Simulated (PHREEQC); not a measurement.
0.021 g of hydrous ferric oxide (600 m²/g; 0.2 weak and 0.005 strong sites per Fe, Dzombak-Morel constants, diffuse double layer) in 1 kg of water with 0.01 mol/kgw of an inert sodium salt and 0.0083 mmol/kgw PbCl2, at 25 °C; the pH is set by adding NaOH or the inert anion's acid. O2 is buffered at 0.21 atm. No CO2 enters from the air. No solid was allowed to form.

Computed with PHREEQC (ion-association model, wateq4f.dat).

| pH | Pb sorbed (%) | surface charge σ (C/m²) | surface potential ψ (mV) |
|---|---|---|---|
| 3 | 0.2 | 0.324 | 203 |
| 3.38 | 0.7 | 0.288 | 199 |
| 3.75 | 2.9 | 0.246 | 191 |
| 4.12 | 7.5 | 0.203 | 182 |
| 4.5 | 11.9 | 0.162 | 170 |
| 4.88 | 14.1 | 0.126 | 158 |
| 5.25 | 16.4 | 0.096 | 144 |
| 5.62 | 23.3 | 0.073 | 130 |
| 6 | 42.3 | 0.055 | 116 |
| 6.38 | 69.6 | 0.043 | 103 |
| 6.75 | 88.8 | 0.032 | 89 |
| 7.12 | 96.8 | 0.023 | 72 |
| 7.5 | 99.2 | 0.014 | 53 |
| 7.88 | 99.8 | 0.008 | 33 |
| 8.25 | 99.9 | 0.003 | 13 |
| 8.62 | 100.0 | -0.002 | -7 |
| 9 | 100.0 | -0.007 | -28 |

The oxide is taken as insoluble; below pH 4 it would dissolve.
